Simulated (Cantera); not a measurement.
An adiabatic, constant-pressure homogeneous reactor starts with C₃H₈ : O₂ : N₂ = 1 : 3.85 : 14.5 (molar parts), at 1800 K and 1.40 bar.

Cantera simulation using GRI-Mech 3.0 (53 species, 325 reactions); the numbers are that mechanism's predictions, not measurements. GRI-Mech 3.0 was tuned for natural gas; its chemistry of propane as a main component is partial and can be far from experiment.

Predict: time of steepest temperature rise; temperature at 2.00 s; equilibrium temperature; x(O₂) at 2.00 s; x(H₂O₂) at 2.00 s.


```json
{
 "time_of_steepest_temperature_rise": "10.6 µs",
 "temperature at 2.00 s": "2918 K",
 "equilibrium_temperature": "2918 K",
 "x(O₂) at 2.00 s": "0.00796 (gas-phase equilibrium 0.00796)",
 "x(H₂O₂) at 2.00 s": "1.94e-7 (gas-phase equilibrium 1.94e-7)"
}
```
